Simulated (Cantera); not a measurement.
## Premixed flame

A freely propagating, adiabatic, planar premixed flame of H2 : O2 : N2 = 1 : 0.192 : 0.723 (molar parts), unburnt at 300 K and 5930 Torr; mixture-averaged transport, grid criteria slope 0.08 and curve 0.16, no radiation.

Computed with Cantera and the H2/O2 subset of GRI-Mech 3.0, which has no nitrogen chemistry. The hydrogen kinetics of GRI-Mech 3.0 are dated; newer H2 mechanisms differ, most at raised pressure. Burning velocities carry a grid error of a few per cent, more on coarse grids.

```tsv
z (mm)	T (K)	u (m/s)	x H2	x O2	x H2O2	x OH	x H2O	x HO2
-0.101	300	1.88	0.522	0.100	<1e-8	<1e-8	5.63e-8	<1e-8
-0.0677	301	1.88	0.522	0.100	1.05e-8	<1e-8	1.40e-6	3.08e-8
-0.0507	302	1.89	0.521	0.100	8.37e-8	<1e-8	1.03e-5	2.44e-7
-0.0338	318	1.97	0.517	0.101	2.31e-6	<1e-8	0.000237	6.81e-6
-0.0169	509	3.02	0.487	0.103	0.000103	1.26e-5	0.0111	0.000562
-0.00846	854	4.92	0.451	0.0890	0.000174	0.000333	0.0483	0.00105
0	1220	6.92	0.411	0.0626	7.64e-5	0.000552	0.105	0.000486
0.00846	1467	8.30	0.377	0.0351	1.26e-5	0.000755	0.157	0.000230
0.0169	1604	9.08	0.356	0.0168	3.04e-6	0.000816	0.191	0.000103
0.0338	1718	9.72	0.343	0.00342	8.25e-7	0.000746	0.216	1.98e-5
0.0677	1788	10.1	0.343	0.000238	1.69e-7	0.000597	0.222	1.31e-6
0.135	1835	10.3	0.347	7.85e-6	4.96e-8	0.000400	0.224	5.25e-8
0.271	1864	10.5	0.349	8.66e-7	1.65e-8	0.000232	0.224	<1e-8
```
x: mole fraction of selected species; z is measured from the peak of heat release.

The laminar burning velocity is 188 cm/s, the thermal thickness comes out as 0.0338 mm and the peak x(H2O2) is 0.000178. The peak x(OH) is 0.000816 and the peak x(HO2) is 0.00117. The grid points is 108.
